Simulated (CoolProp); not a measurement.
Properties of n-perfluorohexane along the isobar 1.24 MPa.

Values from CoolProp's reference Helmholtz-energy equation of state, Gao 2022.

```json
[
 {"T (°C)": "98.45", "phase": "liquid", "Z": "0.09396", "cp (kJ/(kg K))": "1.165", "Joule-Thomson coefficient (K/MPa)": "-0.001156"},
 {"T (°C)": "108.25", "phase": "liquid", "Z": "0.09413", "cp (kJ/(kg K))": "1.185", "Joule-Thomson coefficient (K/MPa)": "0.08551"},
 {"T (°C)": "118.05", "phase": "liquid", "Z": "0.09469", "cp (kJ/(kg K))": "1.208", "Joule-Thomson coefficient (K/MPa)": "0.2046"},
 {"T (°C)": "127.85", "phase": "liquid", "Z": "0.09578", "cp (kJ/(kg K))": "1.238", "Joule-Thomson coefficient (K/MPa)": "0.3783"},
 {"T (°C)": "137.65", "phase": "liquid", "Z": "0.09769", "cp (kJ/(kg K))": "1.278", "Joule-Thomson coefficient (K/MPa)": "0.6563"},
 {"T (°C)": "147.45", "phase": "liquid", "Z": "0.1010", "cp (kJ/(kg K))": "1.344", "Joule-Thomson coefficient (K/MPa)": "1.178"},
 {"T (°C)": "167.05", "phase": "gas", "Z": "0.6362", "cp (kJ/(kg K))": "1.210", "Joule-Thomson coefficient (K/MPa)": "18.23"},
 {"T (°C)": "176.85", "phase": "gas", "Z": "0.6841", "cp (kJ/(kg K))": "1.156", "Joule-Thomson coefficient (K/MPa)": "14.59"}
]
```
